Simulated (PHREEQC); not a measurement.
Make-up at 25 °C: 6.9 mmol/kgw HF, 1.8 mmol/kgw H2SiF6 and 2.6 mmol/kgw HCl. Closed to the air; pH follows from the charge balance.

Model: ion-association model, phreeqc.dat, run in PHREEQC.

No solid was allowed to form.

**Question.** Order these F species by the share of F that they hold, largest first: HF2-, SiF6-2, F-, HF.

**Answer.** SiF6-2 (61 %), HF (35 %), F- (4.1 %), HF2- (0.19 %)

The pH is 2.20 and the ionic strength 0.00872 mol/kgw. SiF6-2 is the database's only silicon fluoride.
